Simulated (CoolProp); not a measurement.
Saturation properties of carbon dioxide (Tc = 31.0 °C, pc = 73.77 bar, ω = 0.224).

Model: reference Helmholtz-energy equation of state, Span 1996, in CoolProp.

```csv
T (°C),p (bar),liquid density (kg/m³),vapour density (kg/m³),liquid cp (kJ/(kg K)),liquid viscosity (µPa s)
-50.65,6.645,1157,17.47,1.969,230
-45.65,8.111,1138,21.19,1.987,211
-40.65,9.807,1119,25.51,2.008,195
-35.75,11.71,1099,30.40,2.035,180
-30.75,13.92,1079,36.16,2.068,166
-25.85,16.37,1058,42.66,2.107,153
-20.85,19.19,1036,50.29,2.156,142
-15.95,22.27,1013,58.91,2.215,131
-10.95,25.78,987.8,69.08,2.291,121
-6.05,29.59,962.0,80.64,2.385,111
-1.05,33.89,933.7,94.45,2.511,102
3.85,38.54,903.5,110.4,2.678,93.8
```

Viscosity comes from a separate model (Laesecke 2017).
